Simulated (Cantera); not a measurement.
## Pyrogenic steam for wet oxidation

An isothermal, constant-pressure homogeneous reactor starts with 24.8 % H2, 25.1 % O2, 50.1 % N2, equivalence ratio 0.49, at 1000 K and 0.109 atm.

Cantera simulation using the H2/O2 subset of GRI-Mech 3.0, which has no nitrogen chemistry; the numbers are that mechanism's predictions, not measurements. Radical loss at walls, strong at low pressure, is not modelled. The temperature is held fixed by assumption; the heat of reaction is taken as removed at once.

| t (s) | x H2 | x O2 | x H2O | x H2O2 | x O | x HO2 | x H |
|---|---|---|---|---|---|---|---|
| 1.00e-5 | 0.248 | 0.251 | 2.95e-12 | <1e-12 | 3.17e-12 | 5.03e-11 | 4.90e-11 |
| 4.19e-5 | 0.248 | 0.251 | 1.04e-10 | <1e-12 | 3.84e-11 | 2.20e-10 | 2.63e-10 |
| 0.000176 | 0.248 | 0.251 | 8.06e-9 | 2.18e-12 | 1.25e-9 | 1.58e-9 | 6.98e-9 |
| 0.000736 | 0.246 | 0.250 | 0.00133 | 8.11e-8 | 0.000173 | 1.86e-5 | 0.000968 |
| 0.00308 | 0.00241 | 0.145 | 0.280 | 2.82e-6 | 0.000295 | 2.51e-5 | 0.000205 |
| 0.0129 | 0.000307 | 0.145 | 0.283 | 1.18e-6 | 1.99e-5 | 7.24e-6 | 3.98e-6 |
| 0.0542 | 2.39e-5 | 0.144 | 0.283 | 2.67e-7 | 1.59e-6 | 8.58e-7 | 1.11e-7 |
| 0.227 | 7.10e-7 | 0.144 | 0.283 | 5.00e-8 | 1.47e-7 | 5.26e-8 | 2.04e-9 |
| 0.951 | 2.34e-8 | 0.144 | 0.283 | 1.01e-8 | 2.29e-8 | 6.48e-9 | 9.27e-11 |
| 3.99 | 3.81e-9 | 0.144 | 0.283 | 2.35e-9 | 4.77e-9 | 1.46e-9 | 8.61e-12 |
| 16.7 | 8.37e-10 | 0.144 | 0.283 | 5.74e-10 | 1.10e-9 | 5.71e-10 | <1e-12 |
| 70.0 | 2.60e-10 | 0.144 | 0.283 | 1.63e-10 | 2.99e-10 | 5.81e-10 | <1e-12 |
x: mole fraction; the columns are a selection and need not sum to one.

Equilibrium at this temperature and pressure: H2 1.98e-10, O2 0.144, H2O 0.283, H2O2 1.01e-10, O 1.81e-10, HO2 6.82e-10, H <1e-12 (gas phase only).
